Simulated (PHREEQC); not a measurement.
Make-up at 25 °C: 0.00095 mol/kgw MgCl2, 4.4e-05 mol/kgw HBF4 and 0.19 mol/kgw Zn(NO3)2. Closed to the air; pH follows from the charge balance.

Model: ion-association model, wateq4f.dat, run in PHREEQC.

Precipitation was switched off in this run.

Predict the pH, activity of water.

pH 3.90; activity of water 0.990.

In which forms is F present?

F- 60 %, ZnF+ 33 %, HF 6.2 %, MgF+ 1.0 % of the F.

Complexes and solids missing from the database can't appear. Real BF4- forms and hydrolyses slowly; the run takes it at equilibrium.
